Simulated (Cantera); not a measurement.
A jet of 3.91 % CH4, 12.7 % O2, 83.4 % N2 at 300 K and 26000 Pa hits a platinum plate 2.4 cm away at a mass flux of 0.13 kg/m²/s; the plate temperature is set and raised in steps from an oxygen-covered start.

Cantera simulation using Deutschmann's 1995 Pt surface mechanism with GRI-Mech 3.0 gas chemistry; the numbers are that mechanism's predictions, not measurements. Catalytic surfaces can have several steady states; this one follows from the mechanism file's or the stated starting coverage.

x: mole fraction at the wall; θ: surface coverage.

| plate T (K) | wall x CH4 | wall x O2 | wall x H2O | wall x OH | wall x CO | wall x CO2 | θ free Pt | θ O* | θ OH* |
|---|---|---|---|---|---|---|---|---|---|
| 950 | 0.0214 | 0.0889 | 0.0330 | 6.53e-8 | 9.97e-6 | 0.0218 | 0.221 | 0.777 | 0.00208 |
| 1000 | 0.0155 | 0.0765 | 0.0438 | 1.83e-7 | 9.87e-6 | 0.0289 | 0.291 | 0.707 | 0.00218 |
| 1050 | ? | ? | ? | ? | 9.67e-6 | ? | ? | ? | 0.00212 |
| 1100 | 0.00859 | 0.0619 | 0.0563 | 9.87e-7 | 9.61e-6 | 0.0374 | 0.431 | 0.567 | 0.00196 |
| 1150 | ? | 0.0581 | 0.0596 | ? | 9.82e-6 | 0.0395 | ? | ? | ? |
| 1200 | 0.00545 | 0.0556 | 0.0617 | 3.73e-6 | 1.03e-5 | 0.0410 | 0.560 | 0.438 | 0.00157 |
| 1250 | 0.00456 | 0.0539 | 0.0631 | 6.60e-6 | 1.11e-5 | 0.0419 | 0.618 | 0.381 | 0.00138 |

What belongs in the gaps?


- 1050, wall x CH4: 0.0114
- 1050, wall x O2: 0.0678
- 1050, wall x H2O: 0.0513
- 1050, wall x OH: 4.49e-7
- 1050, wall x CO2: 0.0340
- 1050, θ free Pt: 0.362
- 1050, θ O*: 0.636
- 1150, wall x CH4: 0.00673
- 1150, wall x OH: 1.99e-6
- 1150, θ free Pt: 0.498
- 1150, θ O*: 0.501
- 1150, θ OH*: 0.00177
